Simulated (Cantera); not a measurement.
Ignition delay

Mixture: 3.28 % CH4, 0.984 % H2, 13.1 % O2, 78.4 % N2, 4.27 % H2O, equivalence ratio 0.54, at 40.0 bar, adiabatic and at constant volume. Ignition delay is the time to a rise of 400 K.

Cantera simulation using GRI-Mech 3.0 (53 species, 325 reactions); the numbers are that mechanism's predictions, not measurements. The pressure lies above the range GRI-Mech 3.0 was tuned for (to about 10 atm). Below about 1000 K GRI-Mech 3.0 lacks low-temperature oxidation paths.

| T0 (K) | delay (ms) |
|---|---|
| 950 | 33.4 |
| 1000 | 11.2 |
| 1050 | 4.33 |
| 1100 | 1.87 |
| 1150 | 0.883 |
| 1200 | 0.452 |

```
Quantity                                                 Value
--------------------------------------------------  ----------
apparent activation energy between 1100 and 1200 K  160 kJ/mol
```
